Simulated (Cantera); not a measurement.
Cantera run:

```python
import numpy as np
import cantera as ct

gas_names = [...]  # 95 gases of nasa_gas.yaml made of C, F, H
cond_names = """
    C(gr) C6H6(L) C7H8(L) C8H18(L),n-octa
""".split()


# ... load() reads the species with a 1 bar reference pressure and builds the phases ...
atoms = {
    'c-C4F8': {'C': 4, 'F': 8},
    'CH4': {'C': 1, 'H': 4},
}
top_T = {'C(gr)': 4500}  # K; cautious upper limits of use, not melting points


# ... equilibrate(T, P, feed) seeds the gas with the atoms and calls Mixture.equilibrate('TP', solver="vcs", rtol=1e-11, max_steps=5000) ...
results = []
feed = {'c-C4F8': 1, 'CH4': 0.75}  # mol
P = 1333.22  # Pa
for T in [1800, 1875, 1950, 2025, 2100, 2175, 2250, 2325, 2400, 2475, 2550, 2625, 2700]:
    mix = equilibrate(T, P, feed)
    results.append((T, P, feed, dict(zip(mix.species_names, mix.species_moles))))

top = {s: max(r[3][s] / sum(r[3][g] for g in gas_names) for r in results) for s in gas_names}
cols = sorted((s for s in top if top[s] > 0.001), key=lambda s: -top[s])[:7]
seen = [c for c in cond_names if any(r[3].get(c, 0) > 1e-12 for r in results)]
print("log10 of partial pressures in bar; condensed amounts in mol")
print(f"{'T/K':>10s}" + "".join(f"{s[:9]:>10s}" for s in cols + seen))
for T, P, feed, n in results:
    ng = sum(n[g] for g in gas_names)
    print(f"{T:10.4g}" + "".join(f"{np.log10(max(n[s] / ng * P / 1e5, 1e-99)):10.3f}" for s in cols)
          + "".join(f"{n.get(c, 0):10.4g}" for c in seen))
```

Result:

```
log10 of partial pressures in bar; condensed amounts in mol
       T/K        HF         F       CF4       CF2        CF       CF3     C(gr)
      1800    -2.029    -4.471    -2.417    -3.963    -7.284    -5.003     3.484
      1875    -2.032    -4.106    -2.429    -3.648    -6.726    -4.751     3.468
      1950    -2.038    -3.772    -2.451    -3.363    -6.216    -4.526      3.44
      2025    -2.048    -3.468    -2.492    -3.110    -5.748    -4.334     3.394
      2100    -2.065    -3.194    -2.563    -2.892    -5.323    -4.180     3.325
      2175    -2.090    -2.951    -2.682    -2.717    -4.941    -4.077     3.238
      2250    -2.123    -2.745    -2.874    -2.593    -4.605    -4.041     3.154
      2325    -2.159    -2.579    -3.160    -2.532    -4.318    -4.089     3.126
      2400    -2.190    -2.453    -3.547    -2.534    -4.079    -4.222     3.194
      2475    -2.214    -2.360    -4.010    -2.587    -3.880    -4.423     3.346
      2550    -2.234    -2.290    -4.521    -2.674    -3.711    -4.668     3.534
      2625    -2.250    -2.239    -5.059    -2.785    -3.567    -4.941     3.714
      2700    -2.264    -2.202    -5.614    -2.913    -3.442    -5.235     3.859
```

Method: chemical equilibrium by Gibbs-energy minimisation in Cantera with the NASA 1993 tables (ideal gas, pure condensed phases). The feed counts by its element totals alone. Gases not in the tables: C2F6 and larger saturated fluorocarbons.
